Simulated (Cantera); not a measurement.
An adiabatic, constant-pressure homogeneous reactor starts with 23.7 % CO, 1.49 % H₂, 1.90 % CH₄, 12.6 % O₂, 47.4 % N₂, 12.8 % H₂O, at 1773 K and 0.220 bar.

Detailed kinetics in Cantera: GRI-Mech 3.0 (53 species, 325 reactions).

x: mole fraction; the columns are a selection and need not sum to one.

```json
[
 {"t (s)": "9.00e-6", "T (K)": "1773", "x CO": "0.237", "x H₂": "0.0149", "x CH₄": "0.0190", "x HO₂": "6.83e-7", "x HCN": "<1e-12"},
 {"t (s)": "2.51e-5", "T (K)": "1773", "x CO": "0.237", "x H₂": "0.0149", "x CH₄": "0.0189", "x HO₂": "1.15e-6", "x HCN": "<1e-12"},
 {"t (s)": "6.97e-5", "T (K)": "1773", "x CO": "0.237", "x H₂": "0.0149", "x CH₄": "0.0186", "x HO₂": "2.70e-6", "x HCN": "7.56e-12"},
 {"t (s)": "0.000194", "T (K)": "2041", "x CO": "…", "x H₂": "…", "x CH₄": "<1e-12", "x HO₂": "…", "x HCN": "…"},
 {"t (s)": "0.000540", "T (K)": "2212", "x CO": "0.140", "x H₂": "0.0278", "x CH₄": "<1e-12", "x HO₂": "2.13e-6", "x HCN": "5.40e-12"},
 {"t (s)": "0.00150", "T (K)": "2430", "x CO": "0.136", "x H₂": "0.0247", "x CH₄": "<1e-12", "x HO₂": "2.23e-6", "x HCN": "2.30e-11"},
 {"t (s)": "0.00419", "T (K)": "2612", "x CO": "0.129", "x H₂": "0.0215", "x CH₄": "<1e-12", "x HO₂": "3.38e-6", "x HCN": "2.19e-10"},
 {"t (s)": "0.0117", "T (K)": "2630", "x CO": "0.129", "x H₂": "0.0213", "x CH₄": "<1e-12", "x HO₂": "3.46e-6", "x HCN": "5.90e-10"},
 {"t (s)": "0.0325", "T (K)": "2628", "x CO": "0.129", "x H₂": "0.0214", "x CH₄": "<1e-12", "x HO₂": "3.35e-6", "x HCN": "8.44e-10"},
 {"t (s)": "0.0903", "T (K)": "2627", "x CO": "0.129", "x H₂": "0.0214", "x CH₄": "<1e-12", "x HO₂": "3.34e-6", "x HCN": "8.65e-10"},
 {"t (s)": "0.251", "T (K)": "2627", "x CO": "0.129", "x H₂": "0.0214", "x CH₄": "<1e-12", "x HO₂": "3.34e-6", "x HCN": "8.65e-10"},
 {"t (s)": "0.700", "T (K)": "2627", "x CO": "0.129", "x H₂": "0.0214", "x CH₄": "<1e-12", "x HO₂": "3.34e-6", "x HCN": "8.65e-10"}
]
```

Question: What belongs in the gaps?

Answer: 
- 0.000194, x CO: 0.174
- 0.000194, x H₂: 0.0222
- 0.000194, x HO₂: 3.22e-6
- 0.000194, x HCN: 2.47e-8
